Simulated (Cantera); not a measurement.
A closed system holds: 1 mol FeS₂, 1.8 mol SO₃, 0.91 mol N₂, held at 527 °C and 0.880 bar.

These are equilibrium values from Cantera (NASA tables, ideal gas, pure condensed phases), not measurements of a reactor. Candidate condensed phases: Fe, FeO, FeS, FeSO₄, FeS₂, Fe₂O₃, Fe₂(SO₄)₃, Fe₃O₄, S; 19 gas species. Gases not in the tables: S₃ to S₇. Kinetics and transport are ignored.

Base state: SO₂ 0.730, N₂ 0.269, S₂ 0.00137, S₂O 0.000387 (mole fractions); condensed: FeS₂(s) + Fe₃O₄(s).

Q: What changes in the equilibrium state with this change: temperature from 527 °C to 1000 °C?

A: 
```csv
species,before,after
SO₂,0.730,0.696
N₂,0.269,0.247
S₂,0.00137,0.0524
SO,2.88e-7,0.000625
S₂O,0.000387,0.00467
"FeS₂(s), mol",0.658,0
"Fe₃O₄(s), mol",0.114,0.0627
"FeS(s), mol",0,0.812
```
Mutual solubility and eutectic melting of coexisting phases are not modelled. FeS: taken at fixed stoichiometry.
